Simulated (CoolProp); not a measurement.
A single-stage vapour-compression cycle with R1233zd(E): evaporating at 252.15 K (dew point), condensing at 277.15 K (bubble point), superheat 5 K, subcooling 0 K, compressor efficiency 0.6, no pressure losses. Each further row changes one setting.

Model: reference Helmholtz-energy equation of state, Akasaka 2022, in CoolProp.

```json
[
 {"case": "as stated", "cooling COP": "___", "pressure ratio": "3.27", "discharge temperature (K)": "303.3", "refrigerating effect (kJ/kg)": "188", "volumetric capacity (kJ/m³)": "204"},
 {"case": "evaporating temperature 257.15 K", "cooling COP": "7.24", "pressure ratio": "2.52", "discharge temperature (K)": "___", "refrigerating effect (kJ/kg)": "191", "volumetric capacity (kJ/m³)": "265"},
 {"case": "condensing temperature 272.15 K", "cooling COP": "7.10", "pressure ratio": "2.63", "discharge temperature (K)": "294.9", "refrigerating effect (kJ/kg)": "193", "volumetric capacity (kJ/m³)": "210"},
 {"case": "subcooling 5 K", "cooling COP": "5.76", "pressure ratio": "3.27", "discharge temperature (K)": "303.3", "refrigerating effect (kJ/kg)": "193", "volumetric capacity (kJ/m³)": "210"},
 {"case": "superheat 15 K", "cooling COP": "5.58", "pressure ratio": "3.27", "discharge temperature (K)": "313.7", "refrigerating effect (kJ/kg)": "___", "volumetric capacity (kJ/m³)": "204"},
 {"case": "compressor efficiency 0.5", "cooling COP": "4.66", "pressure ratio": "3.27", "discharge temperature (K)": "311.6", "refrigerating effect (kJ/kg)": "188", "volumetric capacity (kJ/m³)": "204"}
]
```

Problem. What belongs in the gaps?

Solution. 
- as stated, cooling COP: 5.59
- evaporating temperature 257.15 K, discharge temperature (K): 298.4
- superheat 15 K, refrigerating effect (kJ/kg): 195
